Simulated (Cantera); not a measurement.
An isothermal, constant-pressure homogeneous reactor starts with 18.2 % CH₄, 81.8 % H₂O, at 1323 K and 6530 Torr.

Model: GRI-Mech 3.0 (53 species, 325 reactions), integrated in Cantera.

Problem. Predict: x(CH₄) at 2.00 s; x(H₂O) at 2.00 s; x(H) at 2.00 s.

Solution. 
```json
{
 "x(CH₄) at 2.00 s": "0.152 (gas-phase equilibrium 6.78e-5)",
 "x(H₂O) at 2.00 s": "0.800 (gas-phase equilibrium 0.422)",
 "x(H) at 2.00 s": "5.20e-8 (gas-phase equilibrium 3.61e-7)"
}
```
